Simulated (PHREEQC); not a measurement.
Leach liquor

A solution holds 0.0019 mol H2SO4, 9.6e-05 mol LiCl and 0.075 mol MgSO4 per kg of water, at 85 °C. Closed to the air; pH follows from the charge balance.

Equilibrium calculation in PHREEQC: ion-association model, phreeqc.dat.

This is a speciation only: nothing precipitates in the calculation.

Question: What pH does the model give?

Answer: pH 3.18.

Question: In which forms is Mg present?

Answer: MgSO4 70 %, Mg+2 30 % of the Mg.

At this temperature some constants are extrapolated from 25 °C, and those without enthalpy data are left unchanged.
